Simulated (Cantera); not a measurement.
Feed: 1 mol SiC, 3.1 mol N2O, 1.1 mol N2, equilibrated at 0.240 bar.

Method: chemical equilibrium by Gibbs-energy minimisation in Cantera with the NASA 1993 tables (ideal gas, pure condensed phases). Candidate condensed phases: C, Si, SiC, SiO2, Si2N2O, Si3N4; 34 gas species. The tables hold silica as quartz up to 1696 K and as liquid above; real silica turns to tridymite and cristobalite and melts near 1996 K. Equilibrium is a limit: real reactors are often held back by kinetics, nucleation or transport.

log p: log10 of the partial pressure in bar; n: condensed amount in mol.

```csv
T (K),log p N2,log p CO,log p CO2,log p SiO,n SiO2(β-quartz),n SiO2(condensed),n SiO2(l)
1098,-0.71,-1.38,-2.34,<-12,1.00,0,0
1198,-0.71,-1.38,-2.34,<-12,1.00,0,0
1298,-0.71,-1.38,-2.34,…,1.00,0,0
1398,-0.71,-1.38,-2.34,…,1.00,0,0
1498,-0.71,-1.38,-2.34,…,1.00,0,0
1598,-0.71,-1.38,-2.34,…,1.000,0,0
1698,-0.71,-1.38,-2.34,…,0,1.000,0
1798,-0.71,-1.38,-2.34,…,0,1.000,0
1898,-0.71,-1.38,-2.33,…,0,0.999,0
1998,-0.71,-1.38,-2.32,…,0,0,0.997
2098,-0.71,-1.39,-2.29,…,0,0,0.989
```

Task: Fill in the missing entries.

Result: 
- 1298, log p SiO: -11.00
- 1398, log p SiO: -9.52
- 1498, log p SiO: -8.25
- 1598, log p SiO: -7.14
- 1698, log p SiO: -6.16
- 1798, log p SiO: -5.30
- 1898, log p SiO: -4.55
- 1998, log p SiO: -3.88
- 2098, log p SiO: -3.30
